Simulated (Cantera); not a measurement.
An isothermal, constant-pressure homogeneous reactor starts with C₂H₆ : N₂ = 1 : 4.3 (molar parts), at 1675 K and 54.0 Torr. Integrator tolerance rtol = 1e-08.

Computed with Cantera and GRI-Mech 3.0 (53 species, 325 reactions). GRI-Mech 3.0 stops at C3 and has no aromatics, soot or wall deposition, so with more carbon than oxygen in the feed, carbon stays in small species such as C2H2 where larger ones or solid carbon would form.

### Question
What does this change do: C2H6 1 to 0.66 parts?

### Answer
| quantity | before | after |
|---|---|---|
| x(C₂H₆) at 200 s | 8.14e-9 (gas-phase equilibrium 4.70e-9) | 3.68e-9 (gas-phase equilibrium 1.86e-9) |
| x(CH₃) at 200 s | 1.01e-5 (gas-phase equilibrium 7.65e-6) | 6.76e-6 (gas-phase equilibrium 4.82e-6) |
| x(H₂) at 200 s | 0.273 (gas-phase equilibrium 0.273) | 0.210 (gas-phase equilibrium 0.210) |
| x(CH₄) at 200 s | 0.000595 (gas-phase equilibrium 0.000452) | 0.000350 (gas-phase equilibrium 0.000250) |
| x(C₂H₄) at 200 s | 0.000158 (gas-phase equilibrium 9.12e-5) | 9.31e-5 (gas-phase equilibrium 4.71e-5) |
| x(CH₂) at 200 s | 8.45e-9 (gas-phase equilibrium 6.42e-9) | 6.48e-9 (gas-phase equilibrium 4.62e-9) |
